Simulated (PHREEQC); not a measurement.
## Acid mine or pickling water (model solution)

Synthetic water in mg/L, 25 °C, pH 2.61, pe 9.2: Na 1220; K 130; Ca 120; Mg 309; Cl 1180; S(6) as SO4 2840; Br 26.7; N(5) as NO3 2.49.

Cl is adjusted to close the charge balance.
Valence states are taken as typed.

Computed with PHREEQC (ion-association model, phreeqc.dat).

The ionic strength is 0.107 mol/kgw, the specific conductance is 8370 µS/cm and the density is 1.002 g/cm³. The total alkalinity is -5.19 meq/kg.

```tsv
species	molality	activity	log γ
Na+	0.0515	0.0403	-0.107
Cl-	0.0336	0.0256	-0.118
SO4-2	0.0195	0.00713	-0.438
Mg+2	0.00774	0.00310	-0.398
MgSO4	0.00505	0.00517	0.011
K+	0.00319	0.00242	-0.119
H+	0.00298	0.00246	-0.085
HSO4-	0.00219	0.00170	-0.109
Ca+2	0.00203	0.000778	-0.416
NaSO4-	0.00183	0.00144	-0.105
CaSO4	0.000963	0.000987	0.011
Br-	0.000336	0.000251	-0.126
KSO4-	0.000155	0.000121	-0.105
NO3-	4.04e-5	3.02e-5	-0.126
CaHSO4+	2.05e-5	1.59e-5	-0.109
```

Precipitation was switched off in this run.
